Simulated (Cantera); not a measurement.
Charge: 1 mol Si, 0.0029 mol H₂O, 470 mol H₂, held at 420 Torr.

These are equilibrium values from Cantera (NASA tables, ideal gas, pure condensed phases), not measurements of a reactor. Candidate condensed phases: H₂O, Si, SiO₂; 18 gas species. Mutual solubility and eutectic melting of coexisting phases are not modelled. The tables hold silica as quartz up to 1696 K and as liquid above; real silica turns to tridymite and cristobalite and melts near 1996 K. Gases not in the tables: Si₂H₆ and higher silanes. Rates play no part.

Which condensed phases are stable at each of these points (T (K)): 1225, 1325, 1425, 1525, 1625, 1725, 1825, 1925, 2025, 2125?


| T (K) | condensed phases | Si condensed (%) |
|---|---|---|
| 1225 | Si(s) + SiO₂(β-quartz) | 99.9 |
| 1325 | Si(s) | 99.7 |
| 1425 | Si(s) | 99.7 |
| 1525 | Si(s) | 99.6 |
| 1625 | Si(s) | 99.3 |
| 1725 | Si(l) | 98.7 |
| 1825 | Si(l) | 97.3 |
| 1925 | Si(l) | 94.1 |
| 2025 | Si(l) | 86.6 |
| 2125 | Si(l) | 69.2 |

At 1225 K the condensed part is Si(s) + SiO₂(β-quartz). From 1325 K to 1625 K the condensed part is Si(s). From 1725 K to 2125 K the condensed part is Si(l).
